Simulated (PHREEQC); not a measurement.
Synthetic water in mg/kgw, 25 °C, pH 6.45, pe 10.8: Na 8.46; K 0.564; Ca 18; Mg 1.9; Cl 23; S(6) as SO4 34.4; Alkalinity as HCO3 2.07; Zn 0.921.

Valence states are taken as typed.

Computed with PHREEQC (ion-association model, phreeqc.dat).

Q: The ionic strength comes out as 0.00224 mol/kgw. What activity coefficients do Ca+2, K+, Mg+2, SO4-2, Cl- get?

A: Ca+2 0.81, K+ 0.95, Mg+2 0.81, SO4-2 0.81, Cl- 0.95.

Precipitation was switched off in this run. Species that the database lacks are ignored.
